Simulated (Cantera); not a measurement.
Reactions in the system C-N-O-Ta

Cantera with NASA thermochemical tables; ideal gases at 1 bar, condensed phases pure. Values are per mole of reaction as written; species without (g) are pure solids or liquids, kept so even where they would boil at 1 bar. TaC: taken at fixed stoichiometry.

TaC + NO(g) → CO(g) + N(g) + Ta

```json
[
 {"T (K)": "300", "ΔH° (kJ)": "415.0", "ΔS° (J/K)": "139.4", "ΔG° (kJ)": "373.2", "log10 K": "-64.98"},
 {"T (K)": "2648", "ΔH° (kJ)": "404.5", "ΔS° (J/K)": "135.4", "ΔG° (kJ)": "46.0", "log10 K": "-0.91"},
 {"T (K)": "2673", "ΔH° (kJ)": "404.3", "ΔS° (J/K)": "135.3", "ΔG° (kJ)": "42.6", "log10 K": "-0.83"},
 {"T (K)": "2698", "ΔH° (kJ)": "404.1", "ΔS° (J/K)": "135.2", "ΔG° (kJ)": "39.2", "log10 K": "-0.76"},
 {"T (K)": "2723", "ΔH° (kJ)": "403.9", "ΔS° (J/K)": "135.2", "ΔG° (kJ)": "35.8", "log10 K": "-0.69"},
 {"T (K)": "2748", "ΔH° (kJ)": "403.7", "ΔS° (J/K)": "135.1", "ΔG° (kJ)": "32.5", "log10 K": "-0.62"},
 {"T (K)": "2773", "ΔH° (kJ)": "403.5", "ΔS° (J/K)": "135.0", "ΔG° (kJ)": "29.1", "log10 K": "-0.55"},
 {"T (K)": "2798", "ΔH° (kJ)": "403.3", "ΔS° (J/K)": "135.0", "ΔG° (kJ)": "25.7", "log10 K": "-0.48"}
]
```
